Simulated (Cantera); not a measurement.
**Stirred combustor or abatement burner**

A perfectly stirred reactor is fed with 2.13 % C3H8, 16.9 % O2, 63.4 % N2, 17.6 % CO2, at 18.0 bar; it is adiabatic with a 550 K inlet, and is followed from long to short residence time, starting on the burning branch (τ in s: 0.44, 0.16, 0.056, 0.02, 0.0073, 0.0026, 0.00093, 0.00034, 0.00012, 4.3e-05, 1.5e-05).

Computed with Cantera and GRI-Mech 3.0 (53 species, 325 reactions). GRI-Mech 3.0 was tuned for natural gas; its chemistry of propane as a main component is partial and can be far from experiment. The pressure lies above the range GRI-Mech 3.0 was tuned for (to about 10 atm).

```tsv
τ (s)	T (K)	x C3H8	x O2	x CO2	x CO	x NO
0.44	1641	1.97e-7	0.0612	0.235	4.47e-5	3.40e-6
0.16	1640	4.83e-7	0.0612	0.235	9.56e-5	2.14e-6
0.056	1639	1.18e-6	0.0613	0.235	0.000213	1.64e-6
0.020	1637	2.78e-6	0.0615	0.235	0.000475	1.45e-6
0.0073	1631	6.54e-6	0.0618	0.234	0.00107	1.32e-6
0.0026	1618	1.69e-5	0.0628	0.232	0.00262	1.06e-6
0.00093	1571	6.07e-5	0.0663	0.225	0.00808	4.65e-7
0.00034	550	0.0213	0.169	0.176	<1e-12	<1e-12
0.00012	550	0.0213	0.169	0.176	<1e-12	<1e-12
4.3e-5	550	0.0213	0.169	0.176	<1e-12	<1e-12
1.5e-5	550	0.0213	0.169	0.176	<1e-12	<1e-12
```
x: mole fraction; the columns are a selection and need not sum to one.
